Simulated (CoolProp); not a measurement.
Properties of n-decane along the isotherm 620 K (Tc = 617.7 K, pc = 2.101 MPa, ω = 0.488).

The numbers come from the reference Helmholtz-energy equation of state, Lemmon 2006 in CoolProp. It is a short technical equation, of lower accuracy than the large ones.

```
p (MPa)          phase  viscosity (µPa s)  Prandtl number  fugacity coefficient
-------  -------------  -----------------  --------------  --------------------
0.394              gas               10.7           0.783                0.9349
0.788              gas               11.0           0.824                0.8708
1.18               gas                  ?           0.887                0.8075
1.58               gas               12.6            1.01                     ?
1.97               gas                  ?            1.42                0.6772
2.36     supercritical                  ?            3.20                0.5983
2.76     supercritical                  ?            3.01                0.5279
3.15     supercritical               58.3            3.03                     ?
```

### Question
Some entries are withheld; supply them.

### Answer

- 1.18, viscosity (µPa s): 11.5
- 1.58, fugacity coefficient: 0.7427
- 1.97, viscosity (µPa s): 15.6
- 2.36, viscosity (µPa s): 46.4
- 2.76, viscosity (µPa s): 54.0
- 3.15, fugacity coefficient: 0.4759

Viscosity comes from a separate model (Huber 2004). Thermal conductivity comes from a separate model (Huber 2005).
